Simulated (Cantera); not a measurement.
Equilibrium for nitride etching: Si3N4 + H2 + HCl

A closed system holds: 1 mol Si3N4, a varied amount of H2, 8.6 mol HCl, at 577 °C and 1330 Pa.

Cantera equilibrium calculation (NASA polynomials, part measured and part estimated; ideal gas, pure solids and liquids). Candidate condensed phases: NH4Cl, Si, Si3N4; 28 gas species. Rates play no part.

From 4.7 mol H2 to 330 mol H2 the condensed part is Si3N4(s). The main Si-bearing gas is SiCl4 throughout. The share of Si in condensed phases is highest at 330 mol H2 (99.3 %) and lowest at 4.7 mol H2 (67.8 %).

```csv
n(H2) (mol),x H2,x HCl,x SiCl4,x N2,x SiHCl3,x SiCl3,x NH3,x SiH2Cl2,n Si3N4(s)
4.7,0.511,0.365,0.0742,0.0496,0.000172,3.74e-6,2.01e-6,3.52e-8,0.678
6.9,0.565,0.341,0.0559,0.0373,0.000154,3.17e-6,2.03e-6,3.71e-8,0.716
10,0.624,0.310,0.0395,0.0264,0.000132,2.58e-6,1.98e-6,3.86e-8,0.758
15,0.690,0.268,0.0247,0.0165,0.000105,1.96e-6,1.82e-6,3.95e-8,0.807
22,0.751,0.224,0.0145,0.00970,8.05e-5,1.44e-6,1.59e-6,3.94e-8,0.852
32,0.806,0.181,0.00790,0.00531,5.86e-5,1.01e-6,1.31e-6,3.81e-8,0.893
48,0.857,0.137,0.00378,0.00254,3.92e-5,6.57e-7,9.90e-7,3.58e-8,0.928
70,0.895,0.102,0.00178,0.00120,2.58e-5,4.23e-7,7.26e-7,3.29e-8,0.953
100,0.923,0.0758,0.000833,0.000567,1.68e-5,2.72e-7,5.22e-7,2.99e-8,0.969
150,0.947,0.0528,0.000339,0.000232,1.01e-5,1.60e-7,3.47e-7,2.63e-8,0.982
220,0.963,0.0370,0.000141,9.78e-5,6.07e-6,9.58e-8,2.31e-7,2.30e-8,0.989
330,0.975,0.0252,5.44e-5,3.86e-5,3.50e-6,5.49e-8,1.48e-7,1.98e-8,0.993
```
x: gas mole fraction; n: condensed amount in mol.
